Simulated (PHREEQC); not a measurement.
A solution holds 0.27 mol/kgw HF, 0.0032 mol/kgw NH4HF2 and 0.022 mol/kgw (NH4)2SiF6, at 25 °C. Closed to the air; pH follows from the charge balance.

Equilibrium calculation in PHREEQC: ion-association model, phreeqc.dat.

```csv
quantity,before,after
pH,1.76,2.23
ionic strength (mol/kgw),0.0899,0.0205
F- (mol/kgw),0.0124,0.00616
HF2- (mol/kgw),0.0115,0.00111
NH3 (mol/kgw),1.16e-9,7.82e-10
SI of Quartz (SiO2),-9.09,-6.24
```

Question: What was changed between the two runs?
(A) diluted 2-fold with water
(B) temperature from 25 to 45 °C
(C) diluted 5-fold with water
(D) NH4HF2 left out
(E) diluted 100-fold with water

Answer: C, diluted 5-fold with water

Precipitation was switched off in this run. SiF6-2 is the database's only silicon fluoride.
